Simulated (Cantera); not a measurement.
What does this Cantera script print?

```python
import numpy as np
import cantera as ct

gas_names = [...]  # 131 gases of nasa_gas.yaml made of C, H, O
cond_names = """
    C(gr) C6H6(L) C7H8(L) C8H18(L),n-octa H2O(s) H2O(L)
""".split()


# ... load() reads the species with a 1 bar reference pressure and builds the phases ...
atoms = {
    'C6H6': {'C': 6, 'H': 6},
    'O2': {'O': 2},
}
top_T = {'C(gr)': 4500}  # K; cautious upper limits of use, not melting points


# ... equilibrate(T, P, feed) seeds the gas with the atoms and calls Mixture.equilibrate('TP', solver="vcs", rtol=1e-11, max_steps=5000) ...
results = []
feed = {'C6H6': 1, 'O2': 0.031}  # mol
P = 2100000  # Pa
for T in [2000, 2500, 3000, 3500, 4000, 4500, 5000]:
    mix = equilibrate(T, P, feed)
    results.append((T, P, feed, dict(zip(mix.species_names, mix.species_moles))))
    x = sorted(zip(gas.X, gas.species_names), reverse=True)
    print(f"T = {T:g} K  P = {P:g} Pa  gas = {mix.phase_moles(0):.4g} mol")
    print("   x: " + "  ".join(f"{s} {v:.3e}" for v, s in x if v > 0.0001))
    print("   condensed (mol): " + ("  ".join(f"{mix.phase(i).name} {mix.phase_moles(i):.4g}"
          for i in range(1, mix.n_phases) if mix.phase_moles(i) > 1e-12) or "none"))
```

Result:

```
T = 2000 K  P = 2.1e+06 Pa  gas = 3.037 mol
   x: H2 9.699e-01  CO 2.037e-02  CH4 8.385e-03  C2H2,acetylene 7.451e-04  H 3.495e-04  C2H4 1.022e-04
   condensed (mol): C(gr) 5.907
T = 2500 K  P = 2.1e+06 Pa  gas = 3.06 mol
   x: H2 9.605e-01  CO 2.025e-02  C2H2,acetylene 1.039e-02  H 5.377e-03  CH4 2.907e-03  CH3 2.926e-04  C2H4 1.523e-04
   condensed (mol): C(gr) 5.863
T = 3000 K  P = 2.1e+06 Pa  gas = 3.107 mol
   x: H2 8.878e-01  C2H2,acetylene 5.523e-02  H 3.247e-02  CO 1.995e-02  C4H2 1.433e-03  CH4 1.291e-03  CH3 7.480e-04  C2H 3.471e-04  C2H2,vinylidene 1.741e-04  C2H4 1.721e-04  C3H3,propargyl 1.098e-04
   condensed (mol): C(gr) 5.563
T = 3500 K  P = 2.1e+06 Pa  gas = 3.249 mol
   x: H2 6.960e-01  C2H2,acetylene 1.494e-01  H 1.075e-01  CO 1.908e-02  C4H2 1.335e-02  C2H 7.264e-03  C3 1.391e-03  C6H2 1.284e-03  C2H2,vinylidene 1.253e-03  CH3 1.093e-03  CH4 5.135e-04  C3H3,propargyl 4.912e-04  CH2 4.199e-04  C2H3,vinyl 2.478e-04  C2 1.559e-04  C 1.414e-04  C2H4 1.287e-04  CH 1.201e-04
   condensed (mol): C(gr) 4.682
T = 4000 K  P = 2.1e+06 Pa  gas = 3.788 mol
   x: H2 3.840e-01  H 2.156e-01  C2H2,acetylene 2.065e-01  C2H 5.664e-02  C4H2 4.579e-02  C3 4.004e-02  CO 1.636e-02  C6H2 1.113e-02  C5 7.020e-03  C2 4.920e-03  C2H2,vinylidene 3.548e-03  C 2.962e-03  C4 1.192e-03  CH2 1.126e-03  CH 1.104e-03  C3H3,propargyl 7.966e-04  CH3 7.741e-04  C2H3,vinyl 3.305e-04  CH4 1.157e-04
   condensed (mol): C(gr) 2.292
T = 4500 K  P = 2.1e+06 Pa  gas = 5.425 mol
   x: H 3.455e-01  H2 2.097e-01  C3 1.359e-01  C2H 1.033e-01  C2H2,acetylene 9.220e-02  C2 2.854e-02  C5 2.006e-02  C 1.987e-02  C4H2 1.645e-02  CO 1.142e-02  C4 5.356e-03  CH 3.643e-03  C6H2 3.288e-03  C2H2,vinylidene 2.729e-03  CH2 1.317e-03  CH3 3.008e-04  C3H3,propargyl 2.356e-04  C2H3,vinyl 1.328e-04
   condensed (mol): none
T = 5000 K  P = 2.1e+06 Pa  gas = 6.885 mol
   x: H 4.875e-01  C3 1.305e-01  H2 1.207e-01  C2H 8.161e-02  C 6.489e-02  C2 5.895e-02  C2H2,acetylene 2.307e-02  CO 8.990e-03  C5 8.496e-03  CH 6.516e-03  C4 4.606e-03  C4H2 1.752e-03  C2H2,vinylidene 1.042e-03  CH2 9.857e-04  C6H2 1.527e-04
   condensed (mol): none
```

Method: chemical equilibrium by Gibbs-energy minimisation in Cantera with the NASA 1993 tables (ideal gas, pure condensed phases).
